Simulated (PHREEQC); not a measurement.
TMAH is added in steps, without added water, to 1 kg of water holding 0.0065 mol/kgw NaHSO4 and 0.00044 mol/kgw Na2B4O7, at 25 °C. Oxygen alone is held at its pressure in air (log pO2 = -0.68). The system is closed to CO2. No solid was allowed to form.

Base run: PHREEQC, ion-association model, phreeqc.dat. Each further column changes one thing. The table gives HSO4- (mol/kgw).

| TMAH added (mol) | base | all activity coefficients set to 1 | database wateq4f.dat | metal-ligand complexes left out | Debye-Hückel limiting law |
|---|---|---|---|---|---|
| 0 | 0.00131 | 0.00174 | 0.00131 | 0.00133 | 0.00121 |
| 0.00125 | 0.00105 | 0.00141 | 0.00105 | 0.00107 | 0.000967 |
| 0.00375 | 0.000482 | 0.000662 | 0.000481 | 0.000488 | 0.000438 |
| 0.005 | 0.000165 | 0.000230 | 0.000165 | 0.000167 | 0.000149 |
| 0.0075 | 2.00e-11 | 2.57e-11 | 1.99e-11 | 2.04e-11 | 1.86e-11 |
| 0.00875 | 3.43e-12 | 4.43e-12 | 3.39e-12 | 3.50e-12 | 3.17e-12 |
| 0.01125 | 1.22e-12 | 1.59e-12 | 1.20e-12 | 1.24e-12 | 1.12e-12 |
| 0.0125 | 9.17e-13 | 1.20e-12 | 9.06e-13 | 9.34e-13 | 8.39e-13 |
| 0.015 | 6.10e-13 | 8.09e-13 | 6.03e-13 | 6.22e-13 | 5.54e-13 |
| 0.01625 | 5.22e-13 | 6.95e-13 | 5.16e-13 | 5.31e-13 | 4.72e-13 |
| 0.01875 | 4.03e-13 | 5.43e-13 | 3.99e-13 | 4.11e-13 | 3.63e-13 |
| 0.02 | 3.62e-13 | 4.89e-13 | 3.58e-13 | 3.68e-13 | 3.24e-13 |

(CH3)4N+ isn't in the database: it is added as a free cation with an ion size of 4 Å. phreeqc.dat and wateq4f.dat share most of their constants, so their agreement is no independent check. Solids allowed in the column 'database wateq4f.dat': Mirabilite.
